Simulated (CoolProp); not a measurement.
Tetrahydrofuran at several states: Z from the reference equation and from simpler models built on Tc = 267.0 °C, pc = 5.304 MPa, ω = 0.234; each cubic takes its own stable root.

The numbers come from the reference Helmholtz-energy equation of state, Fiedler 2023 in CoolProp.

| T (°C) | p (MPa) | phase | reference |
|---|---|---|---|
| -3.65 | 13.9 | liquid | 0.4848 |
| 155.05 | 0.337 | gas | 0.9531 |
| 268.55 | 0.0194 | gas | 0.9988 |

How far does each simpler model (Redlich-Kwong, Soave-Redlich-Kwong, Peng-Robinson) lie from the reference over these 3 states: mean and median of the absolute difference, and the worst?


- Redlich-Kwong: mean 3.3 %, median 0.4 %, worst +9.5 % at -3.65 °C and 13.9 MPa
- Soave-Redlich-Kwong: mean 2.7 %, median 0.1 %, worst +7.9 % at -3.65 °C and 13.9 MPa
- Peng-Robinson: mean 1.4 %, median 0.3 %, worst -3.8 % at -3.65 °C and 13.9 MPa
